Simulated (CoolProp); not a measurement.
Properties of propylene along the isobar 0.664 MPa (Tc = 91.1 °C, pc = 4.555 MPa, ω = 0.146).

Values from CoolProp's reference Helmholtz-energy equation of state, Lemmon 2013.

```tsv
T (°C)	phase	Z	cv (kJ/(kg K))	expansivity (1/kK)	viscosity (µPa s)	fugacity coefficient
43.95	gas	0.9176	…	4.129	9.21	0.9236
76.15	gas	…	1.550	3.465	10.2	0.9435
108.45	gas	0.9556	1.661	3.022	…	0.9571
140.65	gas	0.9660	1.775	2.700	12.0	0.9669
172.85	gas	0.9736	1.887	2.450	12.9	0.9741
205.15	gas	0.9793	1.996	2.247	13.7	0.9795
237.35	gas	0.9836	2.102	2.079	14.5	0.9837
269.65	gas	0.9870	2.203	1.937	15.3	0.9871
301.85	gas	0.9897	2.300	1.814	16.1	0.9897
```

Problem. Fill in the missing entries.

Solution. 
- 43.95, cv (kJ/(kg K)): 1.448
- 76.15, Z: 0.9405
- 108.45, viscosity (µPa s): 11.1

Viscosity comes from a separate model (Huber 2003), an estimate that may be off by 10 % or more.
